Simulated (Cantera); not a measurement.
Source: NASA polynomial tables (part measured, part estimated), evaluated in Cantera. Values are per mole of reaction as written; species without (g) are pure solids or liquids, kept so even where they would boil at 1 bar.

**Question.** Between 1000 and 1125 K, where is each reaction favourable under standard conditions?
- Fe + 2 FeCl3(g) = 3 FeCl2(g)

**Answer.** 
- Fe + 2 FeCl3(g) = 3 FeCl2(g): ΔG° is -93 kJ at 1000 K and -114 kJ at 1125 K; it stays negative (K > 1). ΔH° is 68 kJ and ΔS° 162 J/K at 1125 K.
